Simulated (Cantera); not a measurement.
# Boron, boron nitride and boron oxide: B₂H₆ + H₂ + H₂O

Charge: 1 mol B₂H₆, 120 mol H₂, a varied amount of H₂O, held at 2423.15 K and 1330 Pa.

These are equilibrium values from Cantera (NASA tables, ideal gas, pure condensed phases), not measurements of a reactor. Candidate condensed phases: B, B₂O₃, B₃O₃H₃, H₂O; 23 gas species. The feed counts by its element totals alone. The tables' values for BH₂ are old estimates; treat these amounts as uncertain. The numbers say what is thermodynamically allowed, not how fast it happens.

```
n(H₂O) (mol)   x H₂    x H    x H₂O      x BO     x HBO       x B  n B(l)
------------  -----  -----  -------  --------  --------  --------  ------
0.18          0.851  0.142  5.86e-8  0.000834  0.000489   0.00304    1.02
0.26          0.850  0.142  8.44e-8   0.00120  0.000706   0.00304   0.941
0.39          0.849  0.142  1.26e-7   0.00180   0.00106   0.00304   0.807
0.58          0.848  0.142  1.87e-7   0.00267   0.00156   0.00304   0.612
0.85          0.846  0.141  2.72e-7   0.00389   0.00228   0.00304   0.334
1.3           0.844  0.141  4.89e-7   0.00593   0.00347   0.00257       0
1.8           0.844  0.141  2.42e-6   0.00826   0.00483  0.000722       0
2.7           0.841  0.141  0.00372   0.00833   0.00486   4.72e-7       0
4             0.834  0.140   0.0110   0.00704   0.00409   1.34e-7       0
```
x: gas mole fraction; n: condensed amount in mol.

From 0.18 mol H₂O to 0.85 mol H₂O the condensed part is B(l). From 1.3 mol H₂O to 4 mol H₂O nothing is condensed. The main B-bearing gas is B at 0.18 mol H₂O and BO at 4 mol H₂O.
